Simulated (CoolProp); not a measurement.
Vapour-liquid equilibrium of ethanol (1) + n-decane (2) at 441.1 K; x and y are mole fractions of (1).

Computed with CoolProp (multi-fluid Helmholtz-energy mixture model, Schroeder 2014 and Lemmon 2006; pair parameters Bell 2016).

Q: Give the bubble pressure and the first vapour's composition at x = 0.35, 0.65, 0.95. Is there an azeotrope?

A: x = 0.35: 916.8 kPa, y = 0.899; x = 0.65: 1142 kPa, y = 0.929; x = 0.95: 1449 kPa, y = 0.986. No azeotrope shows between x = 0.05 and 0.95.

Pair parameters are fitted to limited data, so mixtures are less certain than the pure fluids. With so large a gap from Raoult's law the liquid may split in two, which this calculation doesn't test in full.
